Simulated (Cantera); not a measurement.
Input: 1 mol PbS, 2.2 mol H2, a varied amount of N2, held at 1348 K and 270000 Pa.

Cantera equilibrium calculation (NASA polynomials, part measured and part estimated; ideal gas, pure solids and liquids). Candidate condensed phases: Pb, PbS, S; 18 gas species. Mutual solubility and eutectic melting of coexisting phases are not modelled. The numbers say what is thermodynamically allowed, not how fast it happens.

x: gas mole fraction; n: condensed amount in mol.

| n(N2) (mol) | x N2 | x H2 | x H2S | x PbS | x Pb | x S2 | x SH | n Pb(l) | n PbS(s) |
|---|---|---|---|---|---|---|---|---|---|
| 1.2 | 0.343 | 0.542 | 0.0866 | 0.0264 | 0.00177 | 0.000139 | 7.19e-5 | 0.298 | 0.603 |
| 1.7 | 0.424 | 0.472 | 0.0755 | 0.0264 | 0.00177 | 0.000139 | 6.72e-5 | 0.297 | 0.589 |
| 2.5 | 0.517 | 0.392 | 0.0627 | 0.0264 | 0.00177 | 0.000139 | (withheld) | 0.296 | 0.568 |
| 3.6 | 0.603 | 0.318 | 0.0508 | 0.0264 | 0.00177 | 0.000139 | (withheld) | 0.295 | 0.537 |
| 5.2 | 0.683 | 0.249 | 0.0398 | 0.0264 | 0.00177 | 0.000139 | (withheld) | 0.292 | 0.493 |
| 7.5 | 0.751 | 0.190 | 0.0304 | 0.0264 | 0.00177 | 0.000139 | (withheld) | 0.289 | 0.430 |
| 11 | 0.810 | 0.140 | 0.0223 | 0.0264 | 0.00177 | 0.000139 | (withheld) | 0.283 | 0.334 |
| 16 | 0.854 | 0.101 | 0.0162 | 0.0264 | 0.00177 | 0.000139 | (withheld) | 0.276 | 0.196 |
| 23 | 0.887 | 0.0731 | 0.0117 | 0.0264 | 0.00177 | 0.000139 | (withheld) | 0.265 | 0.00417 |

Question: What belongs in the gaps?

Answer: 
- 2.5, x SH: 6.12e-5
- 3.6, x SH: 5.51e-5
- 5.2, x SH: 4.88e-5
- 7.5, x SH: 4.26e-5
- 11, x SH: 3.65e-5
- 16, x SH: 3.11e-5
- 23, x SH: 2.64e-5
